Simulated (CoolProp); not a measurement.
The numbers come from the reference Helmholtz-energy equation of state, Fiedler 2023 in CoolProp.

Question: For tetrahydrofuran, give the phase and the Z, cp (kJ/(kg K)), speed of sound (m/s), expansivity (1/kK) at 267.7 K and 847 kPa; 272.2 K and 847 kPa; 299.3 K and 847 kPa.

Answer: 
- 267.7 K and 847 kPa: liquid; Z 0.0300, cp 1.62, speed of sound 1430, expansivity 1.17
- 272.2 K and 847 kPa: liquid; Z 0.0296, cp 1.64, speed of sound 1410, expansivity 1.18
- 299.3 K and 847 kPa: liquid; Z 0.0278, cp 1.73, speed of sound 1280, expansivity 1.25
